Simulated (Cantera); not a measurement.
An isothermal, constant-pressure homogeneous reactor starts with 19.6 % C₂H₆, 80.4 % N₂, at 1698 K and 1330 Pa.

Cantera simulation using GRI-Mech 3.0 (53 species, 325 reactions); the numbers are that mechanism's predictions, not measurements. GRI-Mech 3.0 stops at C3 and has no aromatics, soot or wall deposition, so with more carbon than oxygen in the feed, carbon stays in small species such as C2H2 where larger ones or solid carbon would form. Radical loss at walls, strong at low pressure, is not modelled.

One state of this run: x C₂H₆ = 1.31e-6; x C₂H = 1.19e-6; x CH₄ = 0.0125; x H₂ = 0.266; x C₂H₄ = 8.68e-5; x CH₃ = 0.000398; x HCN = 4.94e-6. x: mole fraction; the columns are a selection and need not sum to one.

Which value of t (s) does it belong to?
(A) 0.734
(B) 0.0363
(C) 0.163
(D) 0.0171

A, 0.734
